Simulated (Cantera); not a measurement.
Input (Python, Cantera) and output of one run.

```python
import numpy as np
import cantera as ct

gas_names = """
    B BH BH2 BH3 BO BO2 B2 B2O B2O2 B2O3 B3O3H3 H HBO HBO2 HO2 H2 H2O H2O2 H3B3O6 O OH O2 O3
""".split()
cond_names = """
    B(b) B(L) B2O3(L) B3O3H3(cr) H2O(s) H2O(L)
""".split()


# ... load() reads the species with a 1 bar reference pressure and builds the phases ...
atoms = {
    'B2O3': {'B': 2, 'O': 3},
    'H2': {'H': 2},
}
top_T = {}  # K; cautious upper limits of use, not melting points


# ... equilibrate(T, P, feed) seeds the gas with the atoms and calls Mixture.equilibrate('TP', solver="vcs", rtol=1e-11, max_steps=5000) ...
results = []
feed = {'B2O3': 1, 'H2': 3.9}  # mol
T = 825  # K
P = 10000  # Pa
mix = equilibrate(T, P, feed)
results.append((T, P, feed, dict(zip(mix.species_names, mix.species_moles))))
print(gas.report(threshold=1e-05))
for i in range(1, mix.n_phases):
    print(f"{mix.phase(i).name:16s} {mix.phase_moles(i):12.5e} mol")
```

Output:

```
       temperature   825 K
          pressure   10000 Pa
           density   0.002939 kg/m^3
  mean mol. weight   2.016 kg/kmol
   phase of matter   gas

                          1 kg             1 kmol
                     ---------------   ---------------
          enthalpy        7.6582e+06        1.5439e+07  J
   internal energy        4.2557e+06        8.5795e+06  J
           entropy             89094        1.7961e+05  J/K
    Gibbs function       -6.5844e+07       -1.3274e+08  J
 heat capacity c_p             14734             29704  J/K
 heat capacity c_v             10610             21389  J/K

                      mass frac. Y      mole frac. X     chem. pot. / RT
                     ---------------   ---------------   ---------------
                H2           0.99999                 1           -19.352
     [  +22 minor]        6.1086e-06        2.7897e-07

B(b)              0.00000e+00 mol
B2O3(L)           9.99999e-01 mol
B3O3H3(cr)        0.00000e+00 mol
```

Equilibrium computed with Cantera from the NASA thermochemical tables; the gas is ideal and each condensed phase is pure.
